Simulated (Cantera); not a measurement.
A closed system holds: 1 mol LiOH, 0.05 mol O2, 0.51 mol H2, at 1375 °C.

Equilibrium computed with Cantera from the NASA thermochemical tables; the gas is ideal and each condensed phase is pure. Candidate condensed phases: H2O, Li, LiH, LiOH, Li2O; 17 gas species. Mutual solubility and eutectic melting of coexisting phases are not modelled. The numbers say what is thermodynamically allowed, not how fast it happens.

### Question
Which condensed phases are stable at each of these points (P (Pa)): 10, 68, 460, 3200, 22000, 150000, 1000000?

### Answer
| P (Pa) | condensed phases | Li condensed (%) |
|---|---|---|
| 10 | gas only | 0.0 |
| 68 | gas only | 0.0 |
| 460 | gas only | 0.0 |
| 3200 | Li2O(s) | 55.7 |
| 22000 | Li2O(s) | 82.1 |
| 150000 | Li2O(s) | 92.9 |
| 1000000 | LiOH(l) + Li2O(s) | 99.1 |

From 10.0 Pa to 4.60 mbar nothing is condensed. From 32.0 mbar to 1.50 bar the condensed part is Li2O(s). At 10.0 bar the condensed part is LiOH(l) + Li2O(s).
